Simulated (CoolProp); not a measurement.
Vapour-liquid equilibrium of n-hexane (1) + cyclohexane (2) at 1180 kPa; x and y are mole fractions of (1).

Values from CoolProp's multi-fluid Helmholtz-energy mixture model, Thol 2019 and Zhou 2014; pair parameters Bell 2016.

```tsv
x	bubble temperature (K)	y at the bubble point	dew temperature at overall composition x (K)	liquid density (mol/L)
0.05	463.8	…	464.0	6.923
0.125	462.1	0.155	462.6	6.809
0.2	460.5	0.241	…	6.697
0.275	…	0.323	459.8	6.587
0.35	457.5	0.402	458.5	…
0.425	456.2	0.478	457.1	6.372
0.5	454.9	0.552	455.8	6.268
0.575	453.6	0.623	454.5	6.165
0.65	452.5	0.693	453.2	6.064
0.725	451.3	0.761	451.9	5.965
0.8	450.2	…	450.7	5.869
0.875	449.2	0.893	449.5	5.773
0.95	448.1	0.958	448.3	5.680
```

**Question.** What belongs in the gaps?

**Answer.** 
- 0.05, y at the bubble point: 0.064
- 0.2, dew temperature at overall composition x (K): 461.2
- 0.275, bubble temperature (K): 458.9
- 0.35, liquid density (mol/L): 6.479
- 0.8, y at the bubble point: 0.828

No azeotrope shows between x = 0.05 and 0.95.

Pair parameters are fitted to limited data, so mixtures are less certain than the pure fluids.
